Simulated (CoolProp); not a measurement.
Vapour-liquid equilibrium of R125 (1) + R1234yf (2) at 0.445 bar; x and y are mole fractions of (1).

Model: multi-fluid Helmholtz-energy mixture model, Lemmon 2005 and Lemmon 2022; pair parameters Bell 2023, in CoolProp.

Problem. Give the bubble temperature and the first vapour's composition at x = 0.2, 0.725, 0.8. Is there an azeotrope?

Solution. x = 0.2: 221.6 K, y = 0.381; x = 0.725: 212.9 K, y = 0.868; x = 0.8: 211.9 K, y = 0.909. No azeotrope shows between x = 0.05 and 0.95.

Pair parameters are fitted to limited data, so mixtures are less certain than the pure fluids.
